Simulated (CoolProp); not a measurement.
Propylene at several states: Z from the reference equation and from simpler models built on Tc = 364.2 K, pc = 4.555 MPa, ω = 0.146; each cubic takes its own stable root.

Model: reference Helmholtz-energy equation of state, Lemmon 2013, in CoolProp.

```json
[
 {"T (K)": "415.3", "p (MPa)": "0.6", "phase": "gas", "reference": "0.9697"},
 {"T (K)": "525.6", "p (MPa)": "0.52", "phase": "gas", "reference": "0.9885"},
 {"T (K)": "418.9", "p (MPa)": "0.023", "phase": "gas", "reference": "0.9989"},
 {"T (K)": "229.6", "p (MPa)": "0.0906", "phase": "gas", "reference": "0.9698"},
 {"T (K)": "435.5", "p (MPa)": "0.0156", "phase": "gas", "reference": "0.9993"}
]
```

How far does each simpler model (Pitzer virial, van der Waals, Redlich-Kwong, Peng-Robinson) lie from the reference over these 5 states: mean and median of the absolute difference, and the worst?


- Pitzer virial: mean 0.0 %, median 0.0 %, worst +0.1 % at 415.3 K and 0.6 MPa
- van der Waals: mean 0.3 %, median 0.1 %, worst +1.3 % at 229.6 K and 0.0906 MPa
- Redlich-Kwong: mean 0.2 %, median 0.1 %, worst +0.6 % at 229.6 K and 0.0906 MPa
- Peng-Robinson: mean 0.2 %, median 0.2 %, worst -0.4 % at 415.3 K and 0.6 MPa
